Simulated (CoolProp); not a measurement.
Vapour-liquid equilibrium of R143a (1) + R1234yf (2) at -84.15 °C; x and y are mole fractions of (1).

The numbers come from the multi-fluid Helmholtz-energy mixture model, Lemmon and Jacobsen 2000 and Lemmon 2022; pair parameters Bell 2016 in CoolProp.

```csv
x,bubble pressure (bar),y at the bubble point,dew pressure at overall composition x (bar),liquid density (mol/L)
0.05,0.04421,0.155,0.04077,12.45
0.125,0.05119,0.325,0.04318,12.62
0.2,0.05779,0.450,0.04588,12.79
0.275,0.06406,0.547,0.04893,12.97
0.35,0.07007,0.626,0.05238,13.16
0.425,0.07588,0.691,0.05632,13.35
0.5,0.08153,0.747,0.06084,13.55
0.575,0.08706,0.795,0.06607,13.75
0.65,0.09251,0.839,0.07215,13.96
0.725,0.09790,0.879,0.07926,14.17
0.8,0.1033,0.915,0.08760,14.40
0.875,0.1086,0.948,0.09740,14.63
0.95,0.1140,0.980,0.1089,14.86
```

No azeotrope shows between x = 0.05 and 0.95.

Pair parameters are fitted to limited data, so mixtures are less certain than the pure fluids.
